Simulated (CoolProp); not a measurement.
The numbers come from the reference Helmholtz-energy equation of state, Guder 2009 in CoolProp.

**Question.** Give the vapour pressure (MPa), liquid density (kg/m³), liquid cp (kJ/(kg K)), vapour Z of saturated sulfur hexafluoride at 264.5 K.

**Answer.** 
| T (K) | p (MPa) | liquid density (kg/m³) | liquid cp (kJ/(kg K)) | vapour Z |
|---|---|---|---|---|
| 264.5 | 0.978 | 1620 | 0.990 | 0.806 |
